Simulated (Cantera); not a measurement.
A Cantera script and its output.

```python
import numpy as np
import cantera as ct

gas = ct.Solution("gri30.yaml")
gas.TPX = 1200, 2666, {'H2': 0.04, 'O2': 1}
reactor = ct.IdealGasConstPressureReactor(gas, energy="off", clone=False)
net = ct.ReactorNet([reactor])
net.rtol, net.atol = 1e-08, 1e-18
show = ['H2', 'O2', 'O', 'HO2', 'OH', 'H2O']
times = np.geomspace(0.0006, 60, 13)

steps = ct.SolutionArray(gas, extra=["t"])
rows = []
print(f"{'t/s':>10s}{'T/K':>9s}{'P/Pa':>11s}" + "".join(f"{s:>11s}" for s in show))
for t in times:
    while net.time < t:
        t_next = net.step()
        steps.append(gas.state, t=t_next)
    rows.append([np.interp(t, steps.t, y) for y in (steps.T, steps.P, *steps(*show).X.T)])
    print(f"{t:10.3e}{rows[-1][0]:9.1f}{rows[-1][1]:11.4g}" + "".join(f"{x:11.3e}" for x in rows[-1][2:]))
rate = np.gradient(steps.T, steps.t)
print("integrator steps:", len(steps.t))
if steps.T.max() > steps.T[0] + 200:
    print(f"time of steepest temperature rise: {steps.t[rate.argmax()]:.4e} s")
gas.TPX = 1200, 2666, {'H2': 0.04, 'O2': 1}
gas.equilibrate("TP")
print(f"equilibrium (TP): T = {gas.T:.1f} K  " + "  ".join(f"{s} {gas[s].X[0]:.3e}" for s in show))
```

It prints:

```
       t/s      T/K       P/Pa         H2         O2          O        HO2         OH        H2O
 6.000e-04   1200.0       2666  3.845e-02  9.615e-01  3.838e-06  6.879e-08  2.557e-06  5.263e-06
 1.566e-03   1200.0       2666  8.567e-03  9.391e-01  1.654e-02  6.862e-06  5.216e-03  2.401e-02
 4.088e-03   1200.0       2666  4.703e-04  9.360e-01  2.225e-02  5.428e-06  2.513e-03  3.502e-02
 1.067e-02   1200.0       2666  2.982e-04  9.454e-01  1.379e-02  4.703e-06  2.005e-03  3.664e-02
 2.785e-02   1200.0       2666  1.180e-04  9.547e-01  5.354e-03  3.253e-06  1.262e-03  3.811e-02
 7.269e-02   1200.0       2666  2.810e-05  9.592e-01  1.274e-03  1.552e-06  6.190e-04  3.882e-02
 1.897e-01   1200.0       2666  5.200e-06  9.604e-01  2.382e-04  5.116e-07  2.689e-04  3.907e-02
 4.952e-01   1200.0       2666  9.862e-07  9.607e-01  4.580e-05  1.387e-07  1.183e-04  3.915e-02
 1.293e+00   1200.0       2666  2.192e-07  9.607e-01  1.032e-05  3.828e-08  5.622e-05  3.919e-02
 3.374e+00   1200.0       2666  5.800e-08  9.608e-01  2.763e-06  1.321e-08  2.909e-05  3.920e-02
 8.807e+00   1200.0       2666  1.776e-08  9.608e-01  8.525e-07  7.805e-09  1.616e-05  3.921e-02
 2.299e+01   1200.0       2666  6.413e-09  9.608e-01  3.095e-07  8.381e-09  9.733e-06  3.921e-02
 6.000e+01   1200.0       2666  3.464e-09  9.608e-01  1.674e-07  1.022e-08  7.156e-06  3.921e-02
integrator steps: 1917
equilibrium (TP): T = 1200.0 K  H2 3.134e-09  O2 9.608e-01  O 1.514e-07  HO2 1.061e-08  OH 6.806e-06  H2O 3.921e-02
```

Model: GRI-Mech 3.0 (53 species, 325 reactions), integrated in Cantera. Radical loss at walls, strong at low pressure, is not modelled. The temperature is held fixed by assumption; the heat of reaction is taken as removed at once.
